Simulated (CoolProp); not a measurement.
Properties of oxygen along the isobar 200 bar.

Computed with CoolProp (reference Helmholtz-energy equation of state, Schmidt 1985).

```json
[
 {"T (°C)": "-204.45", "phase": "liquid", "Z": "0.8828", "cv (kJ/(kg K))": "1.054", "Joule-Thomson coefficient (K/MPa)": "-0.3721", "isothermal compressibility (1/MPa)": "0.0009606", "viscosity (µPa s)": "459", "fugacity coefficient": "0.0005982"},
 {"T (°C)": "-188.55", "phase": "liquid", "Z": "0.7560", "cv (kJ/(kg K))": "0.9865", "Joule-Thomson coefficient (K/MPa)": "-0.3606", "isothermal compressibility (1/MPa)": "0.001306", "viscosity (µPa s)": "270", "fugacity coefficient": "0.005707"},
 {"T (°C)": "-172.75", "phase": "liquid", "Z": "0.6745", "cv (kJ/(kg K))": "0.9296", "Joule-Thomson coefficient (K/MPa)": "-0.3341", "isothermal compressibility (1/MPa)": "0.001817", "viscosity (µPa s)": "185", "fugacity coefficient": "0.02436"},
 {"T (°C)": "-156.85", "phase": "liquid", "Z": "0.6208", "cv (kJ/(kg K))": "0.8832", "Joule-Thomson coefficient (K/MPa)": "-0.2841", "isothermal compressibility (1/MPa)": "0.002616", "viscosity (µPa s)": "136", "fugacity coefficient": "0.06635"},
 {"T (°C)": "-141.05", "phase": "liquid", "Z": "0.5881", "cv (kJ/(kg K))": "0.8461", "Joule-Thomson coefficient (K/MPa)": "-0.2009", "isothermal compressibility (1/MPa)": "0.003924", "viscosity (µPa s)": "103", "fugacity coefficient": "0.1350"},
 {"T (°C)": "-125.25", "phase": "liquid", "Z": "0.5729", "cv (kJ/(kg K))": "0.8172", "Joule-Thomson coefficient (K/MPa)": "-0.06608", "isothermal compressibility (1/MPa)": "0.006212", "viscosity (µPa s)": "79.8", "fugacity coefficient": "0.2269"},
 {"T (°C)": "-109.35", "phase": "supercritical", "Z": "0.5758", "cv (kJ/(kg K))": "0.7958", "Joule-Thomson coefficient (K/MPa)": "0.1511", "isothermal compressibility (1/MPa)": "0.01046", "viscosity (µPa s)": "62.1", "fugacity coefficient": "0.3340"},
 {"T (°C)": "-93.55", "phase": "supercritical", "Z": "0.5999", "cv (kJ/(kg K))": "0.7808", "Joule-Thomson coefficient (K/MPa)": "0.4769", "isothermal compressibility (1/MPa)": "0.01810", "viscosity (µPa s)": "49.0", "fugacity coefficient": "0.4440"},
 {"T (°C)": "-77.65", "phase": "supercritical", "Z": "0.6475", "cv (kJ/(kg K))": "0.7677", "Joule-Thomson coefficient (K/MPa)": "0.8848", "isothermal compressibility (1/MPa)": "0.02916", "viscosity (µPa s)": "39.7", "fugacity coefficient": "0.5479"},
 {"T (°C)": "-61.85", "phase": "supercritical", "Z": "0.7099", "cv (kJ/(kg K))": "0.7522", "Joule-Thomson coefficient (K/MPa)": "1.244", "isothermal compressibility (1/MPa)": "0.03917", "viscosity (µPa s)": "33.7", "fugacity coefficient": "0.6376"}
]
```

Viscosity comes from a separate model (Lemmon 2004).
